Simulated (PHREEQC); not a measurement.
## Silver or lead bath: an equilibrium model

Solution (25 °C): 46.8 mmol/kgw AgNO3 and 1.9 mmol/kgw NaNO3. Closed to the air; pH follows from the charge balance.

Computed with PHREEQC (ion-association model, wateq4f.dat).

This is a speciation only: nothing precipitates in the calculation.

Question: What pH does the model give?

Answer: pH 6.69.

Question: In which forms is Ag present?

Answer: Ag+ 98 %, AgNO3 1.6 % of the Ag.
